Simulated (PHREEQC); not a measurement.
Make-up at 20 °C: 0.0085 mol/kgw Pb(NO3)2 and 0.022 mol/kgw HCl. Closed to the air; pH follows from the charge balance.

Equilibrium calculation in PHREEQC: ion-association model, phreeqc.dat.

This is a speciation only: nothing precipitates in the calculation.

Question: Order these Cl species by the share of Cl that they hold, largest first: PbCl+, PbCl2, Cl-.

Answer: Cl- (91 %), PbCl+ (8.9 %), PbCl2 (0.42 %)

The pH is 1.72 and the ionic strength 0.0421 mol/kgw. Complexes and solids missing from the database can't appear.
